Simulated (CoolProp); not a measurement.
Aqueous potassium carbonate as a coolant, 6 % by mass, freezing at -2.0 °C, 1 atm.

The numbers come from the Melinder's fits for secondary coolants in CoolProp.

```json
[
 {"T (°C)": "3.7", "Prandtl number": "12.0", "cp (kJ/(kg K))": "3.839", "density (kg/m³)": "1057", "viscosity (mPa s)": "1.76"},
 {"T (°C)": "9.6", "Prandtl number": "9.94", "cp (kJ/(kg K))": "3.846", "density (kg/m³)": "1056", "viscosity (mPa s)": "1.49"},
 {"T (°C)": "15.4", "Prandtl number": "8.42", "cp (kJ/(kg K))": "…", "density (kg/m³)": "1055", "viscosity (mPa s)": "1.28"},
 {"T (°C)": "21.2", "Prandtl number": "…", "cp (kJ/(kg K))": "…", "density (kg/m³)": "1053", "viscosity (mPa s)": "1.11"},
 {"T (°C)": "27.1", "Prandtl number": "6.25", "cp (kJ/(kg K))": "…", "density (kg/m³)": "…", "viscosity (mPa s)": "0.977"},
 {"T (°C)": "32.9", "Prandtl number": "5.47", "cp (kJ/(kg K))": "3.880", "density (kg/m³)": "1049", "viscosity (mPa s)": "…"}
]
```

Q: What belongs in the gaps?

A: 
- 15.4, cp (kJ/(kg K)): 3.854
- 21.2, Prandtl number: 7.22
- 21.2, cp (kJ/(kg K)): 3.862
- 27.1, cp (kJ/(kg K)): 3.871
- 27.1, density (kg/m³): 1051
- 32.9, viscosity (mPa s): 0.867
